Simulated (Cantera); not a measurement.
## Ignition delay

Mixture: CH₄ : H₂ : O₂ : N₂ : H₂O = 1 : 0.052 : 0.965 : 3.63 : 0.3 (molar parts), equivalence ratio 2.1, at 1.01 bar, adiabatic and at constant pressure. Ignition delay is the time to a rise of 400 K.

Computed with Cantera and GRI-Mech 3.0 (53 species, 325 reactions).

```tsv
T0 (K)	delay (ms)
1173	61.2
1273	18.4
1373	5.75
1473	1.91
1573	0.708
1673	0.297
1773	0.142
1873	0.0757
```

```yaml
apparent activation energy between 1673 and 1873 K: 180 kJ/mol
```
